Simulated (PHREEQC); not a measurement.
A solution holds 0.081 mol NH4HF2, 0.00059 mol H2SiF6, 0.07 mol H3PO4 and 0.0079 mol HCl per kg of water, at 25 °C. Closed to the air; pH follows from the charge balance.

Computed with PHREEQC (ion-association model, phreeqc.dat).

Each row changes one thing in this solution. This is a speciation only: nothing precipitates in the calculation.

| case | pH | ionic strength (mol/kgw) | HF (mol/kgw) | F- (mol/kgw) | HF2- (mol/kgw) | NH3 (mol/kgw) | SI of Quartz (SiO2) |
|---|---|---|---|---|---|---|---|
| as made | 2.32 | 0.0873 | 0.119 | 0.0222 | 0.0101 | 7.21e-9 | -9.95 |
| H3PO4 from 0.07 to 0.035 mol/kgw | 2.59 | 0.0847 | 0.101 | 0.0346 | 0.0134 | 1.34e-8 | -10.03 |
| H3PO4 left out | 2.95 | 0.0829 | 0.0728 | 0.0573 | 0.0160 | 3.10e-8 | -9.90 |
| 0.005 mol/kgw KOH added | 2.37 | 0.0917 | 0.116 | 0.0242 | 0.0108 | 7.98e-9 | -9.98 |
| diluted 100-fold with water | 3.15 | 0.00154 | 0.000826 | 0.000821 | 2.60e-6 | 6.29e-10 | -1.29 |
| HCl left out | 2.40 | 0.0864 | 0.114 | 0.0254 | 0.0111 | 8.64e-9 | -9.99 |

SiF6-2 is the database's only silicon fluoride.
